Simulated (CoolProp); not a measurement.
Vapour-liquid equilibrium of n-octane (1) + o-xylene (2) at 94.65 °C; x and y are mole fractions of (1).

The numbers come from the multi-fluid Helmholtz-energy mixture model, Beckmüller 2019 and Zhou 2012; pair parameters Bell 2016 in CoolProp.

Problem. Give the bubble pressure and the first vapour's composition at x = 0.125, 0.275, 0.725. Is there an azeotrope?

Solution. x = 0.125: 0.02454 MPa, y = 0.214; x = 0.275: 0.02741 MPa, y = 0.412; x = 0.725: 0.03499 MPa, y = 0.816. No azeotrope shows between x = 0.05 and 0.95.

The pair parameters rest on a limited set of measurements; away from them the model extrapolates.
